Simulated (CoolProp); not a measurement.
p-xylene along the isobar 948 kPa: fugacity coefficient from the reference equation and from simpler models built on Tc = 343.0 °C, pc = 3532 kPa, ω = 0.324; each cubic takes its own stable root.

The numbers come from the reference Helmholtz-energy equation of state, Zhou 2012 in CoolProp.

```csv
T (°C),phase,reference,van der Waals,Redlich-Kwong,Soave-Redlich-Kwong,Peng-Robinson
55.25,liquid,0.006080,0.1594,0.02038,0.005762,0.006090
77.95,liquid,0.01570,0.2351,?,?,0.01568
100.75,liquid,0.03535,0.3304,0.08695,?,0.03534
123.45,liquid,0.07072,0.4446,0.1525,0.07056,0.07090
146.25,liquid,0.1290,?,0.2470,0.1305,0.1299
169.05,liquid,0.2174,0.7297,0.3740,0.2223,0.2197
191.75,liquid,0.3416,0.8450,0.5340,0.3524,0.3466
214.55,liquid,0.5079,0.8615,?,0.5272,?
237.25,liquid,0.7173,0.8756,0.8462,0.7471,0.7309
260.05,gas,0.8386,0.8878,?,0.8539,0.8440
282.75,gas,0.8605,0.8984,0.8791,?,0.8627
```

### Question
Some entries are withheld; supply them.

### Answer

- 77.95, Redlich-Kwong: 0.04473
- 77.95, Soave-Redlich-Kwong: 0.01516
- 100.75, Soave-Redlich-Kwong: 0.03473
- 146.25, van der Waals: 0.5783
- 214.55, Redlich-Kwong: 0.7279
- 214.55, Peng-Robinson: 0.5168
- 260.05, Redlich-Kwong: 0.8640
- 282.75, Soave-Redlich-Kwong: 0.8725

At some of these states van der Waals, Redlich-Kwong gives the other phase, because its saturation line lies elsewhere.
